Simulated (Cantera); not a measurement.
A closed system holds: 1 mol Al, 0.093 mol CO₂, 230 mol N₂, at 0.00260 bar.

Method: chemical equilibrium by Gibbs-energy minimisation in Cantera with the NASA 1993 tables (ideal gas, pure condensed phases). Candidate condensed phases: Al, AlN, Al₂O₃, C; 32 gas species. Mutual solubility and eutectic melting of coexisting phases are not modelled. Rates play no part. All values below are at 827 °C.

Base state: N₂ 1.000, CO 0.000405 (mole fractions); condensed: AlN(s) + Al₂O₃(s).

Q: What changes in the equilibrium state with this change: pressure from 0.00260 bar to 0.400 bar?

A: 
| species | before | after |
|---|---|---|
| N₂ | 1.000 | 1.000 |
| CO | 0.000405 | 3.20e-5 |
| AlN(s), mol | 0.938 | 0.881 |
| Al₂O₃(s), mol | 0.0310 | 0.0596 |
| C(graphite), mol | 0 | 0.0857 |
